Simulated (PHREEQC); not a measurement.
Solution (15 °C and 100 atm): 1.3 mol HCl per kg of water. Closed to the air; pH follows from the charge balance.

Equilibrium calculation in PHREEQC: Pitzer model, pitzer.dat.

- pH: -0.23
- ionic strength: 1.30 mol/kgw
- activity of water: 0.950
- density: 1.026 g/cm³
- osmotic coefficient: 1.089
- total alkalinity: -1300 meq/kg

| species | molality | activity | log γ |
|---|---|---|---|
| H+ | 1.30 | 1.71 | 0.119 |
| Cl- | 1.30 | 0.761 | -0.233 |

Precipitation was switched off in this run. In brines, pH and single-ion activities rest on the MacInnes convention. Under pressure, the constants of complexes without a molar volume in the database are unreliable.
